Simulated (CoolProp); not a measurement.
Vapour-liquid equilibrium of propane (1) + neopentane (2) at 300 K; x and y are mole fractions of (1).

Values from CoolProp's multi-fluid Helmholtz-energy mixture model, Lemmon 2009 and Lemmon 2006; pair parameters Bell 2016.

```csv
x,bubble pressure (MPa),y at the bubble point,dew pressure at overall composition x (MPa),liquid density (mol/L)
0.05,0.2017,0.136,0.1887,8.208
0.2,0.2644,0.434,0.2124,8.642
0.35,0.3422,0.643,0.2430,9.107
0.5,0.4465,0.796,0.2845,9.596
0.65,0.5851,0.899,0.3455,10.10
0.8,0.7558,0.961,0.4502,10.58
0.95,0.9394,0.993,0.7154,11.00
```

No azeotrope shows between x = 0.05 and 0.95.

Pair parameters are fitted to limited data, so mixtures are less certain than the pure fluids.
